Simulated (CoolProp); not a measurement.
The numbers come from the reference Helmholtz-energy equation of state, Gao 2022 in CoolProp.

Task: For n-perfluorohexane, give the phase and the cp (kJ/(kg K)), fugacity coefficient at 54.35 °C and 946 kPa.

Result: 
- 54.35 °C and 946 kPa: liquid; cp 1.09, fugacity coefficient 0.0984
